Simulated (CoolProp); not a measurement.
Vapour-liquid equilibrium of dimethyl ether (1) + chloromethane (R40) (2) at 9.29 bar; x and y are mole fractions of (1).

Model: multi-fluid Helmholtz-energy mixture model, Wu 2011 and Thol 2014; pair parameters Bell 2016, in CoolProp.

```csv
x,bubble temperature (°C),y at the bubble point,dew temperature at overall composition x (°C),liquid density (mol/L)
0.05,42.7,0.044,42.7,17.12
0.15,43.2,0.138,43.2,16.71
0.25,43.6,0.238,43.6,16.32
0.35,43.8,0.342,43.8,15.94
0.45,43.9,0.449,43.9,15.57
0.55,43.9,0.557,43.9,15.21
0.65,43.6,0.664,43.7,14.87
0.75,43.2,0.767,43.3,14.54
0.85,42.7,0.865,42.8,14.21
0.95,42.0,0.957,42.1,13.90
```

y crosses x between x = 0.45 and 0.55: the model has an azeotrope there.

The pair parameters rest on a limited set of measurements; away from them the model extrapolates.
